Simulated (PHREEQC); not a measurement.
**Metal-bearing waste water: an equilibrium model**

Solution (25 °C): 0.096 mol CuSO4, 3.6e-05 mol NiCl2, 5.3e-05 mol NaH2PO4 and 0.038 mol Na2SO4 per kg of water. Closed to the air; pH follows from the charge balance.

Computed with PHREEQC (ion-association model, wateq4f.dat).

This is a speciation only: nothing precipitates in the calculation.

Task: What pH, ionic strength does the model give?

Result: pH 4.61; ionic strength 0.282 mol/kgw.

Task: In which forms is Cu present?

Result: CuSO4 53 %, Cu+2 47 % of the Cu.

Saturation is exceeded, for instance for Antlerite, Brochantite; the values hold only as long as no solid forms. H3PO4, which wateq4f.dat lacks, is added to it with the constant of phreeqc.dat. The database has no phosphate complexes of Cu, Ni.
